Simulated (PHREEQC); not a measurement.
A solution holds 0.0056 mol/kgw TMAH, 0.00014 mol/kgw H4SiO4 and 0.0061 mol/kgw K3PO4, at 25 °C. Closed to the air; pH follows from the charge balance.

All values are PHREEQC results (ion-association model, wateq4f.dat), not measurements.

Problem. The ionic strength comes out as 0.0352 mol/kgw. What activity coefficients do HPO4-2, PO4-3, H3SiO4-, K+, KHPO4- get?

Solution. HPO4-2 0.51, PO4-3 0.22, H3SiO4- 0.84, K+ 0.84, KHPO4- 0.85.

This is a speciation only: nothing precipitates in the calculation. (CH3)4N+ isn't in the database: it is added as a free cation with an ion size of 4 Å. H3PO4, which wateq4f.dat lacks, is added to it with the constant of phreeqc.dat.
